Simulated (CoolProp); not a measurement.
Properties of R115 at several states (Tc = 353.1 K, pc = 3.129 MPa, ω = 0.248).

The numbers come from the reference Helmholtz-energy equation of state, Lemmon 2016 in CoolProp.

```
T (K)  p (MPa)   phase  density (kg/m³)  cp (kJ/(kg K))  Joule-Thomson coefficient (K/MPa)  isothermal compressibility (1/MPa)
-----  -------  ------  ---------------  --------------  ---------------------------------  ----------------------------------
414.5   0.0133     gas           0.5966          0.8513                              5.558                               75.25
325.5    0.105     gas            6.081          0.7548                              10.45                               9.665
246.3     1.97  liquid             1511          0.9515                            -0.2923                            0.002951
415.8   0.0559     gas            2.506          0.8535                              5.536                               17.95
```
